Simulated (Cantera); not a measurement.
A freely propagating, adiabatic, planar premixed flame of 45.7 % H₂, 11.4 % O₂, 42.9 % N₂, equivalence ratio 2.0, unburnt at 550 K and 0.430 bar; unity-Lewis-number transport, grid criteria slope 0.08 and curve 0.16, no radiation.

Computed with Cantera and the H2/O2 subset of GRI-Mech 3.0, which has no nitrogen chemistry. Unity Lewis numbers drop preferential diffusion, which matters most where H2 and H carry the flame. Burning velocities carry a grid error of a few per cent, more on coarse grids.

Q: Predict: laminar burning velocity; thermal thickness; peak x(HO₂); peak x(H₂O₂); peak x(H); peak x(OH).

A: 
- laminar burning velocity: 428 cm/s
- thermal thickness: 1.12 mm
- peak x(HO₂): 0.000120
- peak x(H₂O₂): 2.79e-6
- peak x(H): 0.109
- peak x(OH): 0.00504
